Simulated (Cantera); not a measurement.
An adiabatic, constant-volume homogeneous reactor starts with CH₄ : O₂ : N₂ = 1 : 1.67 : 6.27 (molar parts), equivalence ratio 1.2, at 1100 K and 1.01 bar.

Computed with Cantera and GRI-Mech 3.0 (53 species, 325 reactions).

One state of this run: T (K) = 2827; P (bar) = 2.77; x CH₄ = <1e-12; x O₂ = 0.00584; x CH₃ = <1e-12; x C₂H₄ = <1e-12; x C₂H₂ = <1e-12; x N₂O = 4.97e-7; x O = 0.00279. x: mole fraction; the columns are a selection and need not sum to one.

### Question
Which value of t (s) does it belong to?
A. 1.93e-5
B. 2.68e-6
C. 0.00268
D. 0.373

### Answer
D, 0.373
